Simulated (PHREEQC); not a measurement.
A made-up water analysis in mg/kgw, 20 °C, pH 6.74, pe 9.3: Na 3120; K 57.1; Ca 94.9; Mg 102; Cl 2200; S(6) as SO4 4220; Alkalinity as HCO3 5.89; Cd 16.5; Pb 8.21; N(5) as NO3 2.06.

Valence states are taken as typed.

The numbers come from PHREEQC with the ion-association model, phreeqc.dat.

### Question
The ionic strength comes out as 0.176 mol/kgw. What activity coefficients do SO4-2, PbCl+, Na+, CdCl+, Cd(SO4)2-2 get?

### Answer
SO4-2 0.31, PbCl+ 0.75, Na+ 0.76, CdCl+ 0.75, Cd(SO4)2-2 0.32.

This is a speciation only: nothing precipitates in the calculation. Saturation is exceeded, for instance for Anglesite; the values hold only as long as no solid forms. Complexes and solids missing from the database can't appear.
